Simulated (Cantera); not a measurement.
A perfectly stirred reactor is fed with H₂ : O₂ : N₂ : H₂O = 1 : 0.556 : 2.09 : 0.32 (molar parts), equivalence ratio 0.90, at 0.490 bar; it is adiabatic with a 450 K inlet, and is followed from long to short residence time, starting on the burning branch (τ in s: 0.41, 0.15, 0.056, 0.021, 0.0075, 0.0028, 0.001, 0.00038, 0.00014, 5.1e-05).

Cantera simulation using GRI-Mech 3.0 (53 species, 325 reactions); the numbers are that mechanism's predictions, not measurements.

**Question.** What does this change do: H2 1 to 1.5 parts?

**Answer.** 
```csv
quantity,before,after
"blow-out, bracketed by the residence times tried","burning at 51.0 µs, the shortest tried","burning at 51.0 µs, the shortest tried"
x(H₂) at τ = 0.410 s,0.00580,0.0984
x(O₂) at τ = 0.410 s,0.0162,0.000112
x(H₂O) at τ = 0.410 s,0.369,0.362
x(O) at τ = 0.410 s,0.000601,6.60e-5
x(NO₂) at τ = 0.410 s,4.47e-7,2.86e-9
x(H₂) at τ = 2.80 ms,0.0228,0.0968
x(O₂) at τ = 2.80 ms,0.0243,0.00293
x(H₂O) at τ = 2.80 ms,0.338,0.341
x(O) at τ = 2.80 ms,0.00364,0.00175
x(NO₂) at τ = 2.80 ms,4.81e-9,7.16e-10
```

**Question.** What does this change do: pressure from 0.490 bar to 5.00 bar?

**Answer.** 
```json
[
 {"quantity": "blow-out, bracketed by the residence times tried", "before": "burning at 51.0 µs, the shortest tried", "after": "burning at 51.0 µs, the shortest tried"},
 {"quantity": "x(H₂) at τ = 0.410 s", "before": "0.00580", "after": "0.00221"},
 {"quantity": "x(O₂) at τ = 0.410 s", "before": "0.0162", "after": "0.0147"},
 {"quantity": "x(H₂O) at τ = 0.410 s", "before": "0.369", "after": "0.376"},
 {"quantity": "x(O) at τ = 0.410 s", "before": "0.000601", "after": "0.000205"},
 {"quantity": "x(NO₂) at τ = 0.410 s", "before": "4.47e-7", "after": "2.04e-6"},
 {"quantity": "x(H₂) at τ = 2.80 ms", "before": "0.0228", "after": "0.00386"},
 {"quantity": "x(O₂) at τ = 2.80 ms", "before": "0.0243", "after": "0.0165"},
 {"quantity": "x(H₂O) at τ = 2.80 ms", "before": "0.338", "after": "0.373"},
 {"quantity": "x(O) at τ = 2.80 ms", "before": "0.00364", "after": "0.000349"},
 {"quantity": "x(NO₂) at τ = 2.80 ms", "before": "4.81e-9", "after": "1.67e-7"}
]
```
The hydrogen kinetics of GRI-Mech 3.0 are dated; newer H2 mechanisms differ, most at raised pressure.
